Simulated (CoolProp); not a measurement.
50 sccm (0 °C, 1 atm) of nitrogen bubbles through liquid hexamethyldisiloxane (MM) at 297.4 K and leaves saturated at a total pressure of 0.121 MPa (ideal gas phase). Each further row changes one setting.

Computed with CoolProp (reference Helmholtz-energy equation of state, Thol 2016).

```tsv
case	vapour pressure (kPa)	mole fraction of vapour	delivery (mg/min)	delivery (sccm)	change of delivery for a bath 1 K warmer (%)
as stated	5.37	0.0444	16.8	2.32	5.5
bath temperature 302.4 K	6.89	0.0570	21.9	3.02	5.3
total pressure 0.242 MPa	5.37	0.0222	8.22	1.13	5.3
```
